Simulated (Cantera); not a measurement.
A Cantera script and what it prints.

```python
import numpy as np
import cantera as ct

gas_names = """
    AL ALC ALH ALN AL2 C CH CH2 CH3 CH4 CN C2 C2H C2H2,acetylene C2H2,vinylidene C2H3,vinyl CH3CN C2H4
    C2H5 C2H6 CCN CNC C2N2 C3 C3H3,propargyl C3H4,allene C3H4,propyne C3H4,cyclo- C3H5,allyl
    C3H6,propylene C3H6,cyclo- C3H7,n-propyl C3H7,i-propyl C3H8 C4 C4H2 C4H4,1,3-cyclo- C4H6,butadiene
    C4H6,2-butyne C4H6,cyclo- C4H8,1-butene C4H8,cis2-buten C4H8,tr2-butene C4H8,isobutene C4H8,cyclo-
    C4H9,n-butyl C4H9,i-butyl C4H9,s-butyl C4H9,t-butyl C4H10,isobutane C4H10,n-butane C4N2 C5
    C5H6,1,3cyclo- C5H8,cyclo- C5H10,1-pentene C5H10,cyclo- C5H11,pentyl C5H11,t-pentyl C5H12,n-pentane
    C5H12,i-pentane CH3C(CH3)2CH3 C6H2 C6H5,phenyl C6H6 C6H10,cyclo- C6H12,1-hexene C6H12,cyclo-
    C6H13,n-hexyl C7H7,benzyl C7H8 C7H14,1-heptene C7H15,n-heptyl C7H16,n-heptane C8H8,styrene
    C8H10,ethylbenz C8H16,1-octene C8H17,n-octyl C8H18,isooctane C8H18,n-octane C9H19,n-nonyl
    C10H8,naphthale C10H21,n-decyl C12H9,o-bipheny C12H10,bipheny H HCN HCCN HNC H2 N NH NH2 NH3 N2 N2H2
    N2H4
""".split()
cond_names = """
    AL(cr) AL(L) ALN(s) C(gr) C6H6(L) C7H8(L) C8H18(L),n-octa
""".split()


def load(file, names, dense=False):
    # The tables refer to 1 bar. Condensed volumes are neglected.
    table = {s.name: s for s in ct.Species.list_from_file(file)}
    out = []
    for n in names:
        d = dict(table[n].input_data)
        d["thermo"] = dict(d["thermo"], **{"reference-pressure": 1e5})
        if dense:
            d["equation-of-state"] = {"model": "constant-volume", "density": "1e6 g/cm^3"}
        out.append(ct.Species.from_dict(d))
    return out


gas = ct.Solution(thermo="ideal-gas", species=load("nasa_gas.yaml", gas_names))
cond = {s.name: ct.Solution(thermo="fixed-stoichiometry", species=[s], name=s.name)
        for s in load("nasa_condensed.yaml", cond_names, dense=True)}
atoms = {
    'Al(CH3)3': {'AL': 1, 'C': 3, 'H': 9},
    'N2': {'N': 2},
    'H2': {'H': 2},
}
top_T = {'ALN(s)': 2750, 'C(gr)': 4500}  # K; cautious upper limits of use, not melting points


def equilibrate(T, P, feed):
    n = {}
    for name, mol in feed.items():
        for a, k in atoms[name].items():
            n[a] = n.get(a, 0.0) + k * mol
    gas.TPX = T, P, n
    mass = sum(n.values()) * gas.mean_molecular_weight
    gas.equilibrate("TP")
    valid = [c for c in cond.values() if c.min_temp <= T <= top_T.get(c.name, c.max_temp)]
    mix = ct.Mixture([(gas, mass / gas.mean_molecular_weight)] + [(c, 0.0) for c in valid])
    mix.T, mix.P = T, P
    mix.equilibrate("TP", solver="vcs", rtol=1e-11, max_steps=5000)
    return mix


results = []
feed = {'Al(CH3)3': 1, 'N2': 15, 'H2': 2.4}  # mol
T = 2175  # K
P = 13000  # Pa
mix = equilibrate(T, P, feed)
results.append((T, P, feed, dict(zip(mix.species_names, mix.species_moles))))
x = sorted(zip(gas.X, gas.species_names), reverse=True)
print(f"T = {T:g} K  P = {P:g} Pa  gas = {mix.phase_moles(0):.4g} mol")
print("   x: " + "  ".join(f"{s} {v:.3e}" for v, s in x if v > 1e-05))
print("   condensed (mol): " + ("  ".join(f"{mix.phase(i).name} {mix.phase_moles(i):.4g}"
      for i in range(1, mix.n_phases) if mix.phase_moles(i) > 1e-12) or "none"))
```

Result:

```
T = 2175 K  P = 13000 Pa  gas = 21.86 mol
   x: N2 6.624e-01  H2 3.043e-01  HCN 1.246e-02  AL 1.132e-02  H 7.468e-03  HNC 9.480e-04  C2H2,acetylene 6.790e-04  ALH 4.423e-04  CN 1.039e-05
   condensed (mol): ALN(s) 0.7427  C(gr) 2.676
```

Cantera equilibrium calculation (NASA polynomials, part measured and part estimated; ideal gas, pure solids and liquids). The feed counts by its element totals alone.
